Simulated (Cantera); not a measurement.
A Cantera script and what it prints.

```python
import numpy as np
import cantera as ct

gas_names = """
    CL CL2 H HCL H2 Li LiCL LiH Li2 Li2CL2 Li3CL3
""".split()
cond_names = """
    Li(cr) Li(L) LiCL(s) LiCL(L) LiH(s) LiH(L)
""".split()


# ... load() reads the species with a 1 bar reference pressure and builds the phases ...
atoms = {
    'LiCl': {'Li': 1, 'CL': 1},
    'H2': {'H': 2},
}
top_T = {}  # K; cautious upper limits of use, not melting points


# ... equilibrate(T, P, feed) seeds the gas with the atoms and calls Mixture.equilibrate('TP', solver="vcs", rtol=1e-11, max_steps=5000) ...
results = []
feed = {'LiCl': 1, 'H2': 0.19}  # mol
T = 1273  # K
P = 390  # Pa
mix = equilibrate(T, P, feed)
results.append((T, P, feed, dict(zip(mix.species_names, mix.species_moles))))
print(gas.report(threshold=1e-06))
for i in range(1, mix.n_phases):
    print(f"{mix.phase(i).name:16s} {mix.phase_moles(i):12.5e} mol")
```

Output:

```
       temperature   1273 K
          pressure   390 Pa
           density   0.0014364 kg/m^3
  mean mol. weight   38.983 kg/kmol
   phase of matter   gas

                          1 kg             1 kmol
                     ---------------   ---------------
          enthalpy       -4.0462e+06       -1.5773e+08  J
   internal energy       -4.3178e+06       -1.6832e+08  J
           entropy              8039        3.1338e+05  J/K
    Gibbs function        -1.428e+07       -5.5667e+08  J
 heat capacity c_p            1037.3             40437  J/K
 heat capacity c_v            824.02             32123  J/K

                      mass frac. Y      mole frac. X     chem. pot. / RT
                     ---------------   ---------------   ---------------
                 H        1.2284e-07        4.7506e-06           -12.719
               HCL        0.00014845        0.00015873           -47.941
                H2         0.0089509           0.17308           -25.439
                Li        2.8198e-05        0.00015839           -17.653
              LiCL           0.80715           0.74227           -52.874
            Li2CL2           0.18271          0.084011           -105.75
            Li3CL3         0.0010153        0.00031124           -158.62
     [   +4 minor]        7.2648e-08        3.4346e-07

Li(L)             0.00000e+00 mol
LiCL(L)           0.00000e+00 mol
LiH(L)            0.00000e+00 mol
```

Method: chemical equilibrium by Gibbs-energy minimisation in Cantera with the NASA 1993 tables (ideal gas, pure condensed phases).
